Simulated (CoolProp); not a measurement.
A single-stage vapour-compression cycle with the fluid: evaporating at 193.15 K (dew point), condensing at 253.15 K (bubble point), superheat 10 K, subcooling 2 K, compressor efficiency 0.75, no pressure losses. The same conditions are run with several fluids, on thermodynamics alone (safety and materials aside).

Computed with CoolProp (reference Helmholtz-energy equation of state of each fluid (C2F6 (R116): Lemmon 2006; R125: Lemmon 2005; ethylene: Smukala 2000; ethane: Bücker 2006; R13: Platzer 1990; hydrogen chloride: Thol 2018)). The equations of Platzer and Polt are older, rougher fits.

Rank C2F6 (R116), R125, ethylene, ethane, R13, hydrogen chloride by cooling COP, highest first.

R125 (1.84), ethane (1.76), R13 (1.73), hydrogen chloride (1.68), ethylene (1.60), C2F6 (R116) (1.56)

```json
[
 {"fluid": "C2F6 (R116)", "pressure ratio": "11.5", "discharge temperature (K)": "275.8", "refrigerating effect (kJ/kg)": "64.1", "volumetric capacity (kJ/m³)": "496"},
 {"fluid": "R125", "pressure ratio": "21.8", "discharge temperature (K)": "301.3", "refrigerating effect (kJ/kg)": "122", "volumetric capacity (kJ/m³)": "135"},
 {"fluid": "ethylene", "pressure ratio": "7.43", "discharge temperature (K)": "344.5", "refrigerating effect (kJ/kg)": "298", "volumetric capacity (kJ/m³)": "1800"},
 {"fluid": "ethane", "pressure ratio": "9.03", "discharge temperature (K)": "330.7", "refrigerating effect (kJ/kg)": "336", "volumetric capacity (kJ/m³)": "981"},
 {"fluid": "R13", "pressure ratio": "10.5", "discharge temperature (K)": "310.1", "refrigerating effect (kJ/kg)": "98.0", "volumetric capacity (kJ/m³)": "686"},
 {"fluid": "hydrogen chloride", "pressure ratio": "11.1", "discharge temperature (K)": "464.9", "refrigerating effect (kJ/kg)": "347", "volumetric capacity (kJ/m³)": "1030"}
]
```
